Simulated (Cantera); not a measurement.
## Gas-phase reforming

An isothermal, constant-pressure homogeneous reactor starts with 22.7 % CH4, 77.3 % H2O, at 2050 K and 1.00 atm.

Cantera simulation using GRI-Mech 3.0 (53 species, 325 reactions); the numbers are that mechanism's predictions, not measurements.

| t (s) | x CH4 | x H2O | x H | x O2 | x O |
|---|---|---|---|---|---|
| 0.000500 | 0.0198 | 0.579 | 0.00129 | 2.99e-7 | 3.76e-7 |
| 0.00162 | 0.0121 | 0.495 | 0.00146 | 1.98e-7 | 3.51e-7 |
| 0.00527 | 0.00692 | 0.405 | 0.00153 | 1.21e-7 | 3.11e-7 |
| 0.0171 | 0.00115 | 0.358 | 0.00155 | 9.05e-8 | 2.86e-7 |
| 0.0555 | 1.29e-7 | 0.354 | 0.00159 | 9.14e-8 | 2.94e-7 |
| 0.180 | 1.37e-9 | 0.354 | 0.00159 | 9.14e-8 | 2.94e-7 |
| 0.585 | 1.37e-9 | 0.354 | 0.00159 | 9.14e-8 | 2.94e-7 |
| 1.90 | 1.37e-9 | 0.354 | 0.00159 | 9.14e-8 | 2.94e-7 |
| 6.16 | 1.37e-9 | 0.354 | 0.00159 | 9.14e-8 | 2.94e-7 |
| 20.0 | 1.37e-9 | 0.354 | 0.00159 | 9.14e-8 | 2.94e-7 |
x: mole fraction; the columns are a selection and need not sum to one.

Equilibrium at this temperature and pressure: CH4 1.62e-9, H2O 0.354, H 0.00159, O2 9.14e-8, O 2.94e-7 (gas phase only).
